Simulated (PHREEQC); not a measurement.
Solution (25 °C): 0.0091 mol MgCl2 and 0.0001 mol Na2HPO4 per kg of water. Closed to the air; pH follows from the charge balance.

The numbers come from PHREEQC with the ion-association model, phreeqc.dat.

```csv
quantity,before,after
pH,7.62,6.77
ionic strength (mol/kgw),0.0273,0.0273
```

Q: Name the change that produced these shifts.
A. MgCl2 left out
B. diluted 2-fold with water
C. Na2HPO4 left out
D. Na2HPO4 from 0.0001 to 0.0005 mol/kgw
E. MgCl2 from 0.0091 to 0.00091 mol/kgw

A: C, Na2HPO4 left out

No solid was allowed to form.
